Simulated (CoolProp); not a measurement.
Vapour-liquid equilibrium of R22 (1) + methanol (2) at 0.824 bar; x and y are mole fractions of (1).

Model: multi-fluid Helmholtz-energy mixture model, Kamei 1995 and de Reuck 1993; pair parameters Bell 2016, in CoolProp.

| x | bubble temperature (K) | y at the bubble point | dew temperature at overall composition x (K) | liquid density (mol/L) |
|---|---|---|---|---|
| 0.05 | 291.0 | 0.863 | 331.2 | 24.13 |
| 0.125 | 265.9 | 0.972 | 329.2 | 23.97 |
| 0.2 | 254.9 | 0.988 | 327.1 | 23.43 |
| 0.275 | 248.3 | 0.993 | 324.8 | 22.79 |
| 0.35 | 244.0 | 0.995 | 322.3 | 22.11 |
| 0.425 | 240.8 | 0.997 | 319.6 | 21.43 |
| 0.5 | 238.3 | 0.997 | 316.5 | 20.75 |
| 0.575 | 236.4 | 0.998 | 313.0 | 20.07 |
| 0.65 | 234.7 | 0.998 | 309.0 | 19.41 |
| 0.725 | 233.2 | 0.999 | 304.1 | 18.76 |
| 0.8 | 231.8 | 0.999 | 297.9 | 18.11 |
| 0.875 | 230.5 | 0.999 | 289.4 | 17.48 |
| 0.95 | 229.0 | 1.000 | 274.3 | 16.85 |

No azeotrope shows between x = 0.05 and 0.95.

Pair parameters are fitted to limited data, so mixtures are less certain than the pure fluids. With so large a gap from Raoult's law the liquid may split in two, which this calculation doesn't test in full.
